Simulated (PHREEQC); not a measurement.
Dissolve 67 mmol/kgw K2HPO4 at 25 °C. Closed to the air; pH follows from the charge balance.

Model: ion-association model, wateq4f.dat, run in PHREEQC.

```json
[
 {"quantity": "pH", "before": "9.23", "after": "9.30"},
 {"quantity": "HPO4-2 (mol/kgw)", "before": "0.0620", "after": "0.00656"},
 {"quantity": "KHPO4- (mol/kgw)", "before": "0.00452", "after": "9.84e-5"},
 {"quantity": "H2PO4- (mol/kgw)", "before": "0.000237", "after": "3.49e-5"},
 {"quantity": "PO4-3 (mol/kgw)", "before": "0.000213", "after": "1.17e-5"}
]
```

### Question
What was changed between the two runs?
A. diluted 10-fold with water
B. temperature from 25 to 45 °C
C. diluted 5-fold with water
D. diluted 100-fold with water
E. temperature from 25 to 30 °C

### Answer
A, diluted 10-fold with water

Precipitation was switched off in this run. H3PO4, which wateq4f.dat lacks, is added to it with the constant of phreeqc.dat.
